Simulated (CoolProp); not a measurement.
Vapour-liquid equilibrium of 1-butene (1) + acetone (2) at 326.4 K; x and y are mole fractions of (1).

Model: multi-fluid Helmholtz-energy mixture model, Lemmon 2005 and Lemmon 2006; pair parameters Bell 2016, in CoolProp.

| x | bubble pressure, mixture model (bar) | bubble pressure, Raoult's law (bar) | y, mixture model | y, Raoult's law |
|---|---|---|---|---|
| 0.05 | 1.585 | 1.196 | 0.433 | 0.270 |
| 0.2 | 3.169 | 2.027 | 0.740 | 0.637 |
| 0.35 | 4.189 | 2.859 | 0.821 | 0.791 |
| 0.5 | 4.839 | 3.690 | 0.861 | 0.875 |
| 0.65 | 5.322 | 4.521 | 0.890 | 0.929 |
| 0.8 | 5.781 | 5.352 | 0.923 | 0.966 |
| 0.95 | 6.285 | 6.184 | 0.975 | 0.993 |

The largest gap from Raoult's law is +56.3 % in bubble pressure, at x = 0.2. No azeotrope shows between x = 0.05 and 0.95.

The pair parameters rest on a limited set of measurements; away from them the model extrapolates. With so large a gap from Raoult's law the liquid may split in two, which this calculation doesn't test in full.
